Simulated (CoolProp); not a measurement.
Vapour pressure (MPa) of R142b: the reference equation beside estimates from Tc = 137.1 °C, pc = 4.055 MPa, ω = 0.232. Clausius-Clapeyron is anchored at 26.55 °C with a constant enthalpy of vaporisation of 20.21 kJ/mol.

The numbers come from the reference Helmholtz-energy equation of state, Lemmon 2006 in CoolProp. It is a short technical equation, of lower accuracy than the large ones.

```tsv
T (°C)	reference	Lee-Kesler	Clausius-Clapeyron	van der Waals	Soave-Redlich-Kwong	Peng-Robinson
15.95	0.2533	0.2534	0.2631	0.8408	0.2532	0.2522
19.55	0.2847	0.2851	0.2917	0.8951	0.2849	0.2834
23.05	0.3180	0.3187	0.3218	0.9499	0.3186	0.3165
26.55	0.3542	0.3552	0.3542	1.007	0.3551	0.3525
30.05	0.3934	0.3947	0.3889	1.066	0.3948	0.3915
33.65	0.4370	0.4387	0.4273	1.129	0.4390	0.4350
37.15	0.4829	0.4849	0.4672	1.193	0.4855	0.4807
40.65	0.5322	0.5346	0.5099	1.259	0.5356	0.5300
44.15	0.5852	0.5880	0.5553	1.327	0.5895	0.5829
```

Absolute difference from the reference over all 9 rows, mean and median: Lee-Kesler 0.3 and 0.3 %, Clausius-Clapeyron 2.6 and 2.5 %, van der Waals 174.3 and 171.0 %, Soave-Redlich-Kwong 0.4 and 0.4 %, Peng-Robinson 0.4 and 0.5 %.
